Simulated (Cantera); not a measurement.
A perfectly stirred reactor is fed with N2O : N2 = 1 : 7.2 (molar parts), at 0.540 bar; it is held at 1550 K, and followed from long to short residence time.

Model: GRI-Mech 3.0 (53 species, 325 reactions), integrated in Cantera. GRI-Mech 3.0 was tuned for natural gas; its chemistry of N2O as a main component is partial and can be far from experiment. The temperature is held fixed by assumption; the heat of reaction is taken as removed at once.

Task: What does this change do: temperature 1550 to 1098 K?

Result: 
| quantity | before | after |
|---|---|---|
| x(N2O) at τ = 3.70 s | 0.000962 | 0.106 |
| x(N2) at τ = 3.70 s | 0.937 | 0.886 |
| x(NO) at τ = 3.70 s | 0.0101 | 0.000969 |
| x(O2) at τ = 3.70 s | 0.0519 | 0.00692 |
| x(NO2) at τ = 3.70 s | 2.91e-5 | 6.94e-6 |
| x(N2O) at τ = 14.0 ms | 0.0691 | 0.122 |
| x(N2) at τ = 14.0 ms | 0.899 | 0.878 |
| x(NO) at τ = 14.0 ms | 0.0130 | 4.42e-6 |
| x(O2) at τ = 14.0 ms | 0.0183 | 3.05e-5 |
| x(NO2) at τ = 14.0 ms | 4.01e-5 | 3.27e-9 |
The mechanism lacks the step 2 NO + O2 → 2 NO2, which can matter for NO2 below about 1400 K.

Task: What does this change do: pressure from 0.540 bar to 0.100 bar?

Result: 
| quantity | before | after |
|---|---|---|
| x(N2O) at τ = 3.70 s | 0.000962 | 0.00361 |
| x(N2) at τ = 3.70 s | 0.937 | 0.929 |
| x(NO) at τ = 3.70 s | 0.0101 | 0.0238 |
| x(O2) at τ = 3.70 s | 0.0519 | 0.0438 |
| x(NO2) at τ = 3.70 s | 2.91e-5 | 1.48e-5 |
| x(N2O) at τ = 14.0 ms | 0.0691 | 0.106 |
| x(N2) at τ = 14.0 ms | 0.899 | 0.884 |
| x(NO) at τ = 14.0 ms | 0.0130 | 0.00405 |
| x(O2) at τ = 14.0 ms | 0.0183 | 0.00539 |
| x(NO2) at τ = 14.0 ms | 4.01e-5 | 2.04e-6 |

Task: What does this change do: temperature 1550 to 1125 K?

Result: 
```
quantity                 before    after
---------------------  --------  -------
x(N2O) at τ = 3.70 s   0.000962   0.0964
x(N2) at τ = 3.70 s       0.937    0.891
x(NO) at τ = 3.70 s      0.0101  0.00176
x(O2) at τ = 3.70 s      0.0519   0.0112
x(NO2) at τ = 3.70 s    2.91e-5  1.20e-5
x(N2O) at τ = 14.0 ms    0.0691    0.122
x(N2) at τ = 14.0 ms      0.899    0.878
x(NO) at τ = 14.0 ms     0.0130  9.13e-6
x(O2) at τ = 14.0 ms     0.0183  5.51e-5
x(NO2) at τ = 14.0 ms   4.01e-5  9.63e-9
```
The mechanism lacks the step 2 NO + O2 → 2 NO2, which can matter for NO2 below about 1400 K.
